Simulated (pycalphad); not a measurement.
Li-Mg solution, phase BCC_A2, at 77 °C; mixing quantities and activities refer to the pure elements in the same phase at that temperature, stable or not. Over part of the range this solution is metastable.

CALPHAD calculation (pycalphad, COST 507 light-alloy database (1999)), 1 atm. The database dates from 1999; later assessments differ in places, in temperatures and in the compounds included. Mg is not stable in this structure, so the reference rests on SGTE lattice stabilities.

| x(Mg) | ΔH mix (kJ/mol) | ΔG mix (kJ/mol) | excess S (J/mol/K) | a(Li) | a(Mg) |
|---|---|---|---|---|---|
| 0.02 | -0.25 | -0.47 | -0.16 | 0.981 | 0.000750 |
| 0.05 | -0.62 | -1.06 | -0.40 | 0.954 | 0.00169 |
| 0.1 | -1.25 | -1.93 | -0.76 | 0.909 | 0.00314 |
| 0.2 | -2.45 | -3.43 | -1.35 | 0.781 | 0.00741 |
| 0.3 | -3.47 | -4.62 | -1.78 | 0.586 | 0.0174 |
| 0.4 | -4.21 | -5.45 | -2.04 | 0.363 | 0.0422 |
| 0.5 | -4.58 | -5.86 | -2.12 | 0.180 | 0.0991 |
| 0.6 | -4.54 | -5.79 | -2.04 | 0.0707 | 0.213 |
| 0.7 | -4.05 | -5.21 | -1.78 | 0.0220 | 0.398 |
| 0.8 | -3.11 | -4.10 | -1.35 | 0.00546 | 0.633 |
| 0.9 | [?] | [?] | -0.76 | [?] | [?] |
| 0.95 | [?] | [?] | -0.40 | [?] | [?] |
| 0.98 | -0.38 | -0.60 | -0.16 | 9.06e-5 | 0.978 |

Complete the blanks.


- 0.9, ΔH mix (kJ/mol): -1.75
- 0.9, ΔG mix (kJ/mol): -2.43
- 0.9, a(Li): 0.000981
- 0.9, a(Mg): 0.854
- 0.95, ΔH mix (kJ/mol): -0.92
- 0.95, ΔG mix (kJ/mol): -1.36
- 0.95, a(Li): 0.000300
- 0.95, a(Mg): 0.939

BCC_A2 is bcc.
